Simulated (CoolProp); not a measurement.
c-C4F8 (RC318) along the isobar 0.182 MPa: fugacity coefficient from the reference equation and from simpler models built on Tc = 388.4 K, pc = 2.778 MPa, ω = 0.355; each cubic takes its own stable root.

Values from CoolProp's reference Helmholtz-energy equation of state, Platzer 1990. This equation is an older, rougher fit.

```csv
T (K),phase,reference
284,gas,0.9386
299.5,gas,0.9485
314.9,gas,0.9564
330.3,gas,0.9628
345.7,gas,0.9680
361.2,gas,0.9724
376.6,gas,0.9761
392,gas,0.9792
407.4,gas,0.9818
422.9,gas,0.9841
438.3,gas,0.9860
453.7,gas,0.9877
469.1,gas,0.9891
484.6,gas,0.9904
500,gas,0.9916
```

How far does each simpler model (van der Waals, Redlich-Kwong, Soave-Redlich-Kwong, Peng-Robinson) lie from the reference over these 15 states: mean and median of the absolute difference, and the worst?


- van der Waals: mean 0.6 %, median 0.2 %, worst +2.2 % at 284 K and 0.182 MPa
- Redlich-Kwong: mean 0.2 %, median 0.2 %, worst +0.9 % at 284 K and 0.182 MPa
- Soave-Redlich-Kwong: mean 0.1 %, median 0.0 %, worst -0.1 % at 345.7 K and 0.182 MPa
- Peng-Robinson: mean 0.3 %, median 0.3 %, worst -0.4 % at 330.3 K and 0.182 MPa
